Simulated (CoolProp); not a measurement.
Values from CoolProp's reference Helmholtz-energy equation of state, Thol 2018.

Give the vapour pressure (kPa), liquid density (kg/m³), vapour density (kg/m³), enthalpy of vaporisation (kJ/kg) of saturated hydrogen chloride at -68.45, -62.65, -56.85 °C.


| T (°C) | p (kPa) | liquid density (kg/m³) | vapour density (kg/m³) | enthalpy of vaporisation (kJ/kg) |
|---|---|---|---|---|
| -68.45 | 238 | 1140 | 5.39 | 425 |
| -62.65 | 311 | 1130 | 6.91 | 418 |
| -56.85 | 399 | 1110 | 8.74 | 411 |
